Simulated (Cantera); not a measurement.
Feed: 1 mol HF, 1.6 mol H₂, at 84.0 mbar.

Cantera equilibrium calculation (NASA polynomials, part measured and part estimated; ideal gas, pure solids and liquids). The numbers say what is thermodynamically allowed, not how fast it happens. All values below are at 1000 °C.

Base state: H₂ 0.615, HF 0.385 (mole fractions); condensed: gas only.

Task: What changes in the equilibrium state with this change: HF replaced by CO₂?

Result: 
```tsv
species	before	after
H₂	0.615	0.351
CO	0	0.264
H₂O	0	0.264
HF	0.385	0
CO₂	0	0.120
```
Further candidate phases: C, C₆H₆, C₇H₈, C₈H₁₈, H₂O.
